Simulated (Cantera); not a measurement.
Charge: 1 mol BN, 21 mol H2, at 1750 K and 5.25 Torr.

These are equilibrium values from Cantera (NASA tables, ideal gas, pure condensed phases), not measurements of a reactor. Candidate condensed phases: B, BN; 15 gas species. Mutual solubility and eutectic melting of coexisting phases are not modelled. The tables' values for BH2 are old estimates; treat these amounts as uncertain. Equilibrium is a limit: real reactors are often held back by kinetics, nucleation or transport.

Base state: H2 0.997, H 0.00278, N2 0.000235, BH2 8.99e-5 (mole fractions); condensed: B(s) + BN(s).

What changes in the equilibrium state with this change: temperature from 1750 K to 2050 K?


```tsv
species	before	after
H2	0.997	0.950
H	0.00278	0.0264
N2	0.000235	0.0229
BH2	8.99e-5	0.000588
B	1.62e-7	4.29e-5
B(s), mol	0.00796	0.986
BN(s), mol	0.990	0
```

What changes in the equilibrium state with this change: pressure from 5.25 Torr to 1.00 Torr?


```tsv
species	before	after
H2	0.997	0.992
H	0.00278	0.00635
N2	0.000235	0.00123
BH2	8.99e-5	8.95e-5
B(s), mol	0.00796	0.0501
BN(s), mol	0.990	0.948
```

What changes in the equilibrium state with this change: temperature from 1750 K to 1648 K?


```csv
species,before,after
H2,0.997,0.999
H,0.00278,0.00106
BH2,8.99e-5,3.97e-5
N2,0.000235,2.83e-5
"B(s), mol",0.00796,0.000332
"BN(s), mol",0.990,0.999
```
